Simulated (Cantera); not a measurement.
Ignition delay

Mixture: 11.8 % CH₄, 21.5 % O₂, 66.7 % N₂, equivalence ratio 1.1, at 200000 Pa, adiabatic and at constant pressure. Ignition delay is the time to a rise of 400 K.

Computed with Cantera and GRI-Mech 3.0 (53 species, 325 reactions).

| T0 (K) | delay (ms) |
|---|---|
| 1400 | 1.79 |
| 1475 | 0.794 |
| 1550 | 0.378 |
| 1625 | 0.194 |
| 1700 | 0.107 |

```json
{
  "apparent activation energy between 1550 and 1700 K": "180 kJ/mol"
}
```
